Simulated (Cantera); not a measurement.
A closed system holds: 1 mol TEOS, 4.7 mol CO₂, at 58000 Pa.

Method: chemical equilibrium by Gibbs-energy minimisation in Cantera with the NASA 1993 tables (ideal gas, pure condensed phases). Candidate condensed phases: C, C₆H₆, C₇H₈, C₈H₁₈, H₂O, Si, SiC, SiO₂; 123 gas species. The feed counts by its element totals alone. Mutual solubility and eutectic melting of coexisting phases are not modelled. The tables hold silica as quartz up to 1696 K and as liquid above; real silica turns to tridymite and cristobalite and melts near 1996 K. Rates play no part.

x: gas mole fraction; n: condensed amount in mol.

```
T (K)     x CO     x H₂O    x H₂     x CO₂     x CH₄     x SiO  n C(graphite)  n SiO₂(α-quartz)  n SiO₂(β-quartz)  n SiC(s)  n SiO₂(condensed)
-----  -------  --------  ------  --------  --------  --------  -------------  ----------------  ----------------  --------  -----------------
648    0.00318     0.493  0.0970     0.258     0.149    <1e-12           8.08              1.00                 0         0                  0
748     0.0277     0.364   0.235     0.267     0.106    <1e-12           7.76              1.00                 0         0                  0
848      0.131     0.212   0.378     0.226    0.0532    <1e-12           6.82                 0              1.00         0                  0
948        ___       ___   0.446       ___       ___    <1e-12            ___                 0              1.00         0                  0
1048     0.482    0.0239   0.458    0.0298   0.00709    <1e-12           2.24                 0              1.00         0                  0
1148     0.522   0.00672   0.462   0.00642   0.00295    <1e-12           1.51                 0              1.00         0                  0
1248     0.530       ___   0.465       ___       ___       ___           1.35                 0              1.00         0                  0
1348     0.532  0.000839   0.466  0.000489  0.000735   1.21e-8           1.31                 0              1.00         0                  0
1448     0.533  0.000365   0.467  0.000176  0.000421   7.94e-7           1.30                 0             1.000         0                  0
1548     0.533  0.000177   0.467   7.25e-5  0.000259   2.99e-5           1.30                 0             0.999         0                  0
1648     0.533   9.38e-5   0.466   3.34e-5  0.000169  0.000715           1.28                 0             0.985         0                  0
1748     0.548   8.55e-5   0.445   2.92e-5   6.48e-5   0.00691              0                 0                 0     0.382              0.463
1848     0.536   9.80e-5   0.427   3.07e-5   2.13e-5    0.0363              0                 0                 0     0.151                  0
```

Question: Fill in the missing entries.

Answer: 
- 1248, x H₂O: 0.00220
- 1248, x CO₂: 0.00161
- 1248, x CH₄: 0.00140
- 1248, x SiO: 9.35e-11
- 948, x CO: 0.336
- 948, x H₂O: 0.0841
- 948, x CO₂: 0.115
- 948, x CH₄: 0.0198
- 948, n C(graphite): 4.44
